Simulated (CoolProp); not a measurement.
R507A along the isobar 6.43 MPa: Z from the reference equation and from simpler models built on Tc = 70.6 °C, pc = 3.705 MPa, ω = 0.286; each cubic takes its own stable root.

Computed with CoolProp (reference Helmholtz-energy equation of state, Lemmon 2003). It is a pseudo-pure fit of the blend.

```json
[
 {"T (°C)": "-5.35", "phase": "liquid", "reference": "0.2365"},
 {"T (°C)": "19.75", "phase": "liquid", "reference": "0.2334"},
 {"T (°C)": "44.95", "phase": "liquid", "reference": "0.2378"},
 {"T (°C)": "70.05", "phase": "liquid", "reference": "0.2576"},
 {"T (°C)": "95.15", "phase": "supercritical", "reference": "0.3425"},
 {"T (°C)": "120.25", "phase": "supercritical", "reference": "0.5475"},
 {"T (°C)": "145.35", "phase": "supercritical", "reference": "0.6748"},
 {"T (°C)": "170.45", "phase": "supercritical", "reference": "0.7555"},
 {"T (°C)": "195.55", "phase": "supercritical", "reference": "0.8121"}
]
```

### Question
How far does each simpler model (Redlich-Kwong, Peng-Robinson) lie from the reference over these 9 states: mean and median of the absolute difference, and the worst?

### Answer
- Redlich-Kwong: mean 12.3 %, median 12.4 %, worst +22.4 % at 70.05 °C and 6.43 MPa
- Peng-Robinson: mean 4.5 %, median 2.4 %, worst +14.2 % at 95.15 °C and 6.43 MPa
